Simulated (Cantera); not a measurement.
# Ignition delay

Mixture: C3H8 : O2 : N2 : H2O = 1 : 7.69 : 28.5 : 5.5 (molar parts), at 7500 Torr, adiabatic and at constant pressure. Ignition delay is the time to a rise of 400 K.

Model: GRI-Mech 3.0 (53 species, 325 reactions), integrated in Cantera. GRI-Mech 3.0 was tuned for natural gas; its chemistry of propane as a main component is partial and can be far from experiment.

```csv
T0 (K),delay (ms)
1323,0.206
1423,0.0524
1523,0.0171
1623,0.00703
1723,0.00351
1823,0.00205
1923,0.00136
2023,0.000996
```

```
Item                                                    Result
--------------------------------------------------  ----------
apparent activation energy between 1823 and 2023 K  110 kJ/mol
```
